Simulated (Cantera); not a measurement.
An isothermal, constant-pressure homogeneous reactor starts with CH4 : O2 : N2 = 0.0033 : 0.006 : 1 (molar parts), equivalence ratio 1.1, at 1200 K and 7500 Torr. Integrator tolerance rtol = 1e-08.

Model: GRI-Mech 3.0 (53 species, 325 reactions), integrated in Cantera.

What does this change do: O2 0.006 to 0.04 parts?


```json
[
 {"quantity": "x(CH4) at 40.0 s", "before": "3.05e-7 (gas-phase equilibrium 1.19e-12)", "after": "<1e-12 (gas-phase equilibrium <1e-12)"},
 {"quantity": "x(O2) at 40.0 s", "before": "1.06e-9 (gas-phase equilibrium <1e-12)", "after": "0.0320 (gas-phase equilibrium 0.0320)"},
 {"quantity": "x(H) at 40.0 s", "before": "1.68e-9 (gas-phase equilibrium 1.68e-9)", "after": "<1e-12 (gas-phase equilibrium <1e-12)"},
 {"quantity": "x(NO) at 40.0 s", "before": "1.05e-8 (gas-phase equilibrium 1.58e-11)", "after": "1.04e-8 (gas-phase equilibrium 8.46e-5)"},
 {"quantity": "x(CH2) at 40.0 s", "before": "<1e-12 (gas-phase equilibrium <1e-12)", "after": "<1e-12 (gas-phase equilibrium <1e-12)"},
 {"quantity": "x(H2) at 40.0 s", "before": "0.000555 (gas-phase equilibrium 0.000716)", "after": "1.43e-10 (gas-phase equilibrium 1.43e-10)"},
 {"quantity": "x(C2H2) at 40.0 s", "before": "1.48e-9 (gas-phase equilibrium <1e-12)", "after": "<1e-12 (gas-phase equilibrium <1e-12)"}
]
```

What does this change do: temperature 1200 to 1050 K?


```tsv
quantity	before	after
x(CH4) at 40.0 s	3.05e-7 (gas-phase equilibrium 1.19e-12)	2.53e-6 (gas-phase equilibrium 3.63e-11)
x(O2) at 40.0 s	1.06e-9 (gas-phase equilibrium <1e-12)	7.79e-8 (gas-phase equilibrium <1e-12)
x(H) at 40.0 s	1.68e-9 (gas-phase equilibrium 1.68e-9)	7.28e-10 (gas-phase equilibrium 7.43e-11)
x(NO) at 40.0 s	1.05e-8 (gas-phase equilibrium 1.58e-11)	1.06e-10 (gas-phase equilibrium <1e-12)
x(CH2) at 40.0 s	<1e-12 (gas-phase equilibrium <1e-12)	<1e-12 (gas-phase equilibrium <1e-12)
x(H2) at 40.0 s	0.000555 (gas-phase equilibrium 0.000716)	0.000258 (gas-phase equilibrium 0.000829)
x(C2H2) at 40.0 s	1.48e-9 (gas-phase equilibrium <1e-12)	2.41e-8 (gas-phase equilibrium <1e-12)
```
